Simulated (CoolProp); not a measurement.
A simple Rankine cycle with cis-2-butene: condensing at 324.15 K, boiler at 2.36 MPa, turbine inlet 415.5 K, turbine efficiency 0.65, pump efficiency 0.7, no recuperator. Each further row changes one setting.

The numbers come from the reference Helmholtz-energy equation of state, Lemmon 2005 in CoolProp. It is a short technical equation, of lower accuracy than the large ones.

| case | thermal efficiency (%) | net work (kJ/kg) | heat in (kJ/kg) | turbine exit temperature (K) | volume ratio over the turbine |
|---|---|---|---|---|---|
| as stated | 9.5 | … | 473 | 361.0 | 5.83 |
| turbine inlet 435.5 K | 9.6 | 50.0 | 522 | 385.0 | 5.57 |
| condensing temperature 316.15 K | 10.5 | 51.4 | … | 355.6 | 7.25 |
| boiler pressure 1.65 MPa | 7.9 | 39.4 | … | 377.9 | 3.76 |
| turbine efficiency 0.55 | 7.9 | 37.3 | 473 | 365.2 | 5.92 |

Q: Complete the blanks.

A: 
- as stated, net work (kJ/kg): 44.9
- condensing temperature 316.15 K, heat in (kJ/kg): 491
- boiler pressure 1.65 MPa, heat in (kJ/kg): 498
